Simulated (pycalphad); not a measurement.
All values are pycalphad results on the COST 507 light-alloy database (1999) (1 atm), not direct measurements. The data set is of 1999 and partly superseded. Phase fractions are per mole of atoms.

Question: Give the equilibrium state of Al-85.2C (at.%) at 2150 K.

Answer: 
```
T = 2150.00 K, P = 101325 Pa, N = 1 mol of atoms
G = -67708 J/mol, H = 32926 J/mol, S = 46.81 J/(mol K)  (SER reference)
chemical potentials (J/mol): Al -156792, C -52234
phase             fraction      x(Al)       x(C)
GRAPHITE            0.7410       none     1.0000
AL4C3               0.2590     0.5714     0.4286
```

Question: Give the equilibrium state of Al-85.2C (at.%) at 2450 K.

Answer: graphite, fraction 0.813, with 100 C at.%; liquid, fraction 0.187, with 21.0 C at.%.

Database names, with the compositions (at.%) that they take in these runs: AL4C3: Al 57 C 43. An entry "none" or "no" means that the model of the phase leaves that element out.
